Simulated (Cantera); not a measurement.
An adiabatic, constant-volume homogeneous reactor starts with CH₄ : H₂ : O₂ : N₂ = 1 : 0.34 : 3.62 : 20 (molar parts), at 1200 K and 3750 Torr.

Model: GRI-Mech 3.0 (53 species, 325 reactions), integrated in Cantera.

One state of this run: T (K) = 2351; P (bar) = 9.75; x CH₄ = <1e-12; x H₂ = 0.000354; x O₂ = 0.0537; x H = 7.61e-5; x CH₃ = <1e-12. x: mole fraction; the columns are a selection and need not sum to one.

Problem. Which value of t (s) does it belong to?
A. 0.000863
B. 0.0406
C. 4.80e-5
D. 7.00e-6

Solution. B, 0.0406
